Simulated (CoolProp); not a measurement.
Isobutane at several states: fugacity coefficient from the reference equation and from simpler models built on Tc = 134.7 °C, pc = 36.29 bar, ω = 0.184; each cubic takes its own stable root.

Computed with CoolProp (reference Helmholtz-energy equation of state, Bücker 2006).

```tsv
T (°C)	p (bar)	phase	reference	van der Waals	Redlich-Kwong	Soave-Redlich-Kwong	Peng-Robinson
62.85	0.329	gas	0.9943	0.9957	0.9947	0.9944	0.9940
80.85	1.21	gas	0.9822	0.9861	0.9831	0.9824	0.9810
102.55	2.05	gas	0.9752	0.9796	0.9758	0.9752	0.9729
-18.85	0.723	gas	0.9691	0.9824	0.9751	0.9733	0.9723
82.75	9.42	gas	0.8646	0.8937	0.8716	0.8668	0.8572
```
